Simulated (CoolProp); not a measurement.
Vapour-liquid equilibrium of acetone (1) + toluene (2) at 341.4 K; x and y are mole fractions of (1).

The numbers come from the multi-fluid Helmholtz-energy mixture model, Lemmon 2006 and Lemmon 2006; pair parameters Bell 2016 in CoolProp.

```tsv
x	bubble pressure, mixture model (MPa)	bubble pressure, Raoult's law (MPa)	y, mixture model	y, Raoult's law
0.05	0.03657	0.03175	0.332	0.238
0.125	0.05075	0.04117	0.548	0.459
0.2	0.06270	0.05059	0.657	0.597
0.275	0.07306	0.06001	0.725	0.692
0.35	0.08230	0.06942	0.774	0.761
0.425	0.09077	0.07884	0.811	0.814
0.5	0.09875	0.08826	0.843	0.856
0.575	0.1065	0.09767	0.870	0.889
0.65	0.1140	0.1071	0.895	0.917
0.725	0.1216	0.1165	0.918	0.940
0.8	0.1293	0.1259	0.941	0.960
0.875	0.1372	0.1353	0.963	0.976
0.95	0.1454	0.1448	0.985	0.991
```

The largest gap from Raoult's law is +23.9 % in bubble pressure, at x = 0.2. No azeotrope shows between x = 0.05 and 0.95.

The pair parameters rest on a limited set of measurements; away from them the model extrapolates.
